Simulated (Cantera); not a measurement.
An isothermal, constant-pressure homogeneous reactor starts with 30.1 % H₂, 69.9 % O₂, equivalence ratio 0.21, at 1125 K and 1900 Pa.

Model: GRI-Mech 3.0 (53 species, 325 reactions), integrated in Cantera. Radical loss at walls, strong at low pressure, is not modelled. The temperature is held fixed by assumption; the heat of reaction is taken as removed at once.

x: mole fraction; the columns are a selection and need not sum to one.

```tsv
t (s)	x H₂	x O₂	x H₂O	x HO₂	x H₂O₂	x OH
0.000100	0.301	0.699	7.36e-9	6.10e-9	5.25e-12	[?]
0.000316	0.301	0.699	5.60e-7	2.22e-8	5.51e-11	[?]
0.00100	0.252	0.676	0.0342	7.90e-6	1.92e-7	[?]
0.00316	0.0137	0.593	0.275	1.94e-5	7.23e-7	[?]
0.0100	0.00262	0.638	0.344	1.85e-5	1.12e-6	[?]
0.0316	0.000167	0.645	0.353	5.39e-6	5.59e-7	[?]
0.100	1.55e-5	0.646	0.354	8.57e-7	1.75e-7	[?]
0.316	2.48e-6	0.646	0.354	1.70e-7	5.67e-8	[?]
1.00	5.44e-7	0.646	0.354	4.26e-8	1.89e-8	[?]
```

Q: Some entries are withheld; supply them.

A: 
- 0.000100, x OH: 1.83e-9
- 0.000316, x OH: 8.27e-8
- 0.00100, x OH: 0.00437
- 0.00316, x OH: 0.00864
- 0.0100, x OH: 0.00366
- 0.0316, x OH: 0.000886
- 0.100, x OH: 0.000282
- 0.316, x OH: 0.000117
- 1.00, x OH: 5.64e-5
